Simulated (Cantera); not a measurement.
Input (Python, Cantera) and output of one run.

```python
import numpy as np
import cantera as ct

gas_names = """
    H H2 H2S S SH S2 S8
""".split()
cond_names = """
    S(cr1) S(cr2) S(L)
""".split()


# ... load() reads the species with a 1 bar reference pressure and builds the phases ...
atoms = {
    'H2S': {'H': 2, 'S': 1},
    'H2': {'H': 2},
}
top_T = {}  # K; cautious upper limits of use, not melting points


# ... equilibrate(T, P, feed) seeds the gas with the atoms and calls Mixture.equilibrate('TP', solver="vcs", rtol=1e-11, max_steps=5000) ...
results = []
feed = {'H2S': 1, 'H2': 0.047}  # mol
T = 2100  # K
P = 1700  # Pa
mix = equilibrate(T, P, feed)
results.append((T, P, feed, dict(zip(mix.species_names, mix.species_moles))))
print(gas.report(threshold=0.0001))
for i in range(1, mix.n_phases):
    print(f"{mix.phase(i).name:16s} {mix.phase_moles(i):12.5e} mol")
```

It prints:

```
       temperature   2100 K
          pressure   1700 Pa
           density   0.0021255 kg/m^3
  mean mol. weight   21.83 kg/kmol
   phase of matter   gas

                          1 kg             1 kmol
                     ---------------   ---------------
          enthalpy        5.0791e+06        1.1088e+08  J
   internal energy        4.2793e+06        9.3417e+07  J
           entropy             12248        2.6737e+05  J/K
    Gibbs function       -2.0641e+07       -4.5059e+08  J
 heat capacity c_p            1650.7             36036  J/K
 heat capacity c_v            1269.9             27721  J/K

                      mass frac. Y      mole frac. X     chem. pot. / RT
                     ---------------   ---------------   ---------------
                 H        0.00086992           0.01884           -12.094
                H2            0.0574           0.62155           -24.187
               H2S          0.030457          0.019512           -39.259
                 S          0.035333          0.024058           -15.071
                SH          0.055728           0.03679           -27.165
                S2           0.82021           0.27925           -30.143
     [   +1 minor]        2.2322e-20        1.8999e-21

S(L)              0.00000e+00 mol
```

Method: chemical equilibrium by Gibbs-energy minimisation in Cantera with the NASA 1993 tables (ideal gas, pure condensed phases).
